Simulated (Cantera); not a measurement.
Feed: 1 mol SiH₄, a varied amount of N₂, equilibrated at 1175 K and 1.00 bar.

Cantera equilibrium calculation (NASA polynomials, part measured and part estimated; ideal gas, pure solids and liquids). Candidate condensed phases: Si, Si₃N₄; 18 gas species. N₂ is the only nitrogen source here; it is nearly inert below about 1500 K, so the nitride shown seldom forms there in practice. Equilibrium is a limit: real reactors are often held back by kinetics, nucleation or transport.

x: gas mole fraction; n: condensed amount in mol.

```csv
n(N₂) (mol),x H₂,x N₂,x NH₃,x H,n Si₃N₄(s)
0.69,0.988,0.0115,2.27e-5,1.22e-7,0.333
1.1,?,?,6.77e-5,?,0.333
1.7,0.659,0.341,6.73e-5,9.95e-8,0.333
2.6,0.508,0.492,5.47e-5,8.74e-8,0.333
4,?,?,?,?,0.333
6.2,0.265,0.735,2.52e-5,6.32e-8,0.333
9.6,0.183,0.817,1.52e-5,5.24e-8,0.333
15,0.122,0.878,8.64e-6,4.29e-8,0.333
23,0.0822,0.918,4.86e-6,3.51e-8,0.333
36,0.0536,0.946,2.60e-6,2.84e-8,0.333
```

**Question.** Fill in the missing entries.

**Answer.** 
- 4, x H₂: 0.375
- 4, x N₂: 0.625
- 4, x NH₃: 3.91e-5
- 4, x H: 7.51e-8
- 1.1, x H₂: 0.822
- 1.1, x N₂: 0.178
- 1.1, x H: 1.11e-7
